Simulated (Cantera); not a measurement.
Input (Python, Cantera):

```python
import numpy as np
import cantera as ct

gas = ct.Solution("gri30.yaml")
gas.TPX = 1375, 2400, {'CH4': 1, 'N2': 2}
reactor = ct.IdealGasConstPressureReactor(gas, energy="off", clone=False)
net = ct.ReactorNet([reactor])
net.rtol, net.atol = 1e-08, 1e-18
show = ['CH4', 'C2H', 'CH2', 'C2H2', 'H', 'HCN']
times = np.geomspace(2e-05, 200, 9)

steps = ct.SolutionArray(gas, extra=["t"])
rows = []
print(f"{'t/s':>10s}{'T/K':>9s}{'P/Pa':>11s}" + "".join(f"{s:>11s}" for s in show))
for t in times:
    while net.time < t:
        t_next = net.step()
        steps.append(gas.state, t=t_next)
    rows.append([np.interp(t, steps.t, y) for y in (steps.T, steps.P, *steps(*show).X.T)])
    print(f"{t:10.3e}{rows[-1][0]:9.1f}{rows[-1][1]:11.4g}" + "".join(f"{x:11.3e}" for x in rows[-1][2:]))
rate = np.gradient(steps.T, steps.t)
print("integrator steps:", len(steps.t))
if steps.T.max() > steps.T[0] + 200:
    print(f"time of steepest temperature rise: {steps.t[rate.argmax()]:.4e} s")
gas.TPX = 1375, 2400, {'CH4': 1, 'N2': 2}
gas.equilibrate("TP")
print(f"equilibrium (TP): T = {gas.T:.1f} K  " + "  ".join(f"{s} {gas[s].X[0]:.3e}" for s in show))
```

It prints:

```
       t/s      T/K       P/Pa        CH4        C2H        CH2       C2H2          H        HCN
 2.000e-05   1375.0       2400  3.333e-01  2.967e-35  1.309e-17  1.319e-24  2.129e-09  1.478e-23
 1.500e-04   1375.0       2400  3.333e-01  5.857e-30  8.892e-16  3.057e-20  2.419e-09  1.106e-21
 1.125e-03   1375.0       2400  3.333e-01  4.343e-25  3.754e-14  2.702e-16  2.419e-09  6.595e-20
 8.434e-03   1375.0       2400  3.333e-01  1.355e-20  1.966e-12  1.088e-12  2.441e-09  4.211e-18
 6.325e-02   1375.0       2400  3.333e-01  3.092e-16  8.730e-11  4.129e-09  3.464e-09  4.067e-16
 4.743e-01   1375.0       2400  3.328e-01  2.625e-13  8.916e-10  6.785e-06  1.858e-08  2.030e-14
 3.557e+00   1375.0       2400  3.221e-01  4.278e-11  2.117e-09  2.088e-03  2.776e-07  2.870e-12
 2.667e+01   1375.0       2400  2.622e-01  3.819e-10  1.195e-09  2.541e-02  1.471e-06  9.251e-11
 2.000e+02   1375.0       2400  1.171e-01  1.231e-09  5.710e-10  8.040e-02  4.601e-06  1.046e-09
integrator steps: 1154
equilibrium (TP): T = 1375.0 K  CH4 5.598e-03  C2H 2.373e-09  CH2 1.043e-10  C2H2 8.007e-02  H 1.351e-05  HCN 8.429e-02
```

Detailed kinetics in Cantera: GRI-Mech 3.0 (53 species, 325 reactions). GRI-Mech 3.0 stops at C3 and has no aromatics, soot or wall deposition, so with more carbon than oxygen in the feed, carbon stays in small species such as C2H2 where larger ones or solid carbon would form. Radical loss at walls, strong at low pressure, is not modelled.
